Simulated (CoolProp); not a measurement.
R227EA at 419.66 K and 0.392 MPa flows at 0.099 m/s in a round tube of 6 mm bore and 0.25 µm roughness, fully developed (64/Re and Nu = 3.66 if laminar; Colebrook and Gnielinski if turbulent). Each further row changes one setting.

Values from CoolProp's reference Helmholtz-energy equation of state, Lemmon 2016.

```
case                Reynolds number  Darcy friction factor  pressure drop (Pa/m)  heat-transfer coefficient (W/(m² K))  mass flow (kg/h)
------------------  ---------------  ---------------------  --------------------  ------------------------------------  ----------------
as stated                       717                 0.0892                  1.44                                  14.0             0.199
velocity 0.198 m/s             1430                 0.0446                  2.87                                  14.0             0.397
diameter 12 mm                 1430                 0.0446                 0.359                                  7.01             0.795
```

Viscosity comes from a separate model (Huber 2003), an estimate that may be off by 10 % or more. Thermal conductivity comes from a separate model (Huber 2003), an estimate that may be off by 10 % or more.
